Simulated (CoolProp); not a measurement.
Properties of R1224YDZ at several states (Tc = 428.7 K, pc = 3.334 MPa, ω = 0.325).

The numbers come from the reference Helmholtz-energy equation of state, Akasaka 2023 in CoolProp.

| T (K) | p (MPa) | phase | Z | cv (kJ/(kg K)) | speed of sound (m/s) | Joule-Thomson coefficient (K/MPa) | expansivity (1/kK) | fugacity coefficient |
|---|---|---|---|---|---|---|---|---|
| 375.5 | 0.176 | gas | 0.9704 | ___ | 146.0 | 14.33 | 2.961 | ___ |
| 177.9 | 0.106 | liquid | 0.006418 | 0.6917 | 1119 | -0.4450 | 1.440 | 0.0004323 |
| 410.5 | 5.53 | liquid | ___ | 0.9645 | 277.7 | 0.6643 | 4.796 | 0.3570 |

Problem. Some entries are withheld; supply them.

Solution. 
- 375.5, cv (kJ/(kg K)): 0.8385
- 375.5, fugacity coefficient: 0.9712
- 410.5, Z: 0.2391
